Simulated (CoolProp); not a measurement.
Octamethylcyclotetrasiloxane (D4) at several states: Z from the reference equation and from simpler models built on Tc = 313.4 °C, pc = 1347 kPa, ω = 0.598; each cubic takes its own stable root.

Values from CoolProp's reference Helmholtz-energy equation of state, Thol 2015.

| T (°C) | p (kPa) | phase | reference | van der Waals | Redlich-Kwong | Soave-Redlich-Kwong |
|---|---|---|---|---|---|---|
| 189.65 | 2430 | liquid | 0.2469 | 0.4031 | 0.2904 | 0.2692 |
| 307.05 | 626 | gas | 0.8022 | 0.8359 | 0.8138 | 0.8110 |
| 78.05 | 169 | liquid | 0.01930 | 0.03392 | 0.02304 | 0.02147 |
| 101.35 | 67.1 | liquid | 0.007418 | 0.9564 | 0.008878 | 0.008208 |
| 322.25 | 6630 | supercritical | 0.6515 | 0.8867 | 0.6981 | 0.7031 |

At some of these states van der Waals gives the other phase, because its saturation line lies elsewhere.
